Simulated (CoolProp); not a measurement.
Values from CoolProp's reference Helmholtz-energy equation of state, Lemmon 2006. It is a short technical equation, of lower accuracy than the large ones.

Q: For neopentane, give the phase and the density (kg/m³), cv (kJ/(kg K)), speed of sound (m/s), Joule-Thomson coefficient (K/MPa) at 416.6 K and 0.946 MPa; 435.6 K and 0.946 MPa; 511.9 K and 0.946 MPa.

A: 
- 416.6 K and 0.946 MPa: gas; density 22.5, cv 2.16, speed of sound 199, Joule-Thomson coefficient 10.1
- 435.6 K and 0.946 MPa: gas; density 21.1, cv 2.23, speed of sound 207, Joule-Thomson coefficient 8.50
- 511.9 K and 0.946 MPa: gas; density 17.1, cv 2.53, speed of sound 235, Joule-Thomson coefficient 4.96
